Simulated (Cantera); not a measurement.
CH3SiCl3 + C2H2 + H2 (silicon carbide growth)

Charge: 1 mol CH3SiCl3, 0.18 mol C2H2, 6.6 mol H2, at 1177 °C.

Method: chemical equilibrium by Gibbs-energy minimisation in Cantera with the NASA 1993 tables (ideal gas, pure condensed phases). Candidate condensed phases: C, C6H6, C7H8, C8H18, Si, SiC; 109 gas species. The feed counts by its element totals alone. The tables' values for SiCl3 are old estimates; treat these amounts as uncertain. Rates play no part.

```
P (Pa)  log p H2  log p HCl  log p SiCl4  log p SiCl2  log p SiCl3  log p SiHCl3  log p CH4  log p H  n C(graphite)  n SiC(s)
------  --------  ---------  -----------  -----------  -----------  ------------  ---------  -------  -------------  --------
100        -3.16      -3.52        -7.86        -5.62        -7.02         -8.56      -8.80    -6.60          0.384     0.975
320        -2.65      -3.02        -6.85        -5.12        -6.26         -7.55      -7.79    -6.35          0.385     0.974
1000       -2.16      -2.52        -5.87        -4.62        -5.53         -6.56      -6.80    -6.10          0.388     0.972
3200       -1.65      -2.02        -4.87        -4.12        -4.78         -5.56      -5.78    -5.85          0.393     0.967
10000      -1.15      -1.53        -3.91        -3.64        -4.06         -4.59      -4.79    -5.60          0.404     0.955
32000      -0.65      -1.04        -2.97        -3.17        -3.35         -3.63      -3.77    -5.35          0.429     0.926
100000     -0.14      -0.58        -2.11        -2.75        -2.71         -2.74      -2.77    -5.10          0.472     0.872
```
log p: log10 of the partial pressure in bar; n: condensed amount in mol.

From 0.750 Torr to 750 Torr the condensed part is C(graphite) + SiC(s). The main Si-bearing gas is SiCl2 at 0.750 Torr and SiCl4 at 750 Torr. The share of Si in condensed phases is highest at 0.750 Torr (97.5 %) and lowest at 750 Torr (87.2 %).
